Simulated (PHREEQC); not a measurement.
Dissolve 13 mmol/kgw H3BO3, 0.0062 mmol/kgw NaOH and 14 mmol/kgw LiCl at 20 °C. Closed to the air; pH follows from the charge balance.

Equilibrium calculation in PHREEQC: ion-association model, phreeqc.dat.

Precipitation was switched off in this run.

### Question
What pH, specific conductance does the model give?

### Answer
pH 5.98; specific conductance 1320 µS/cm.
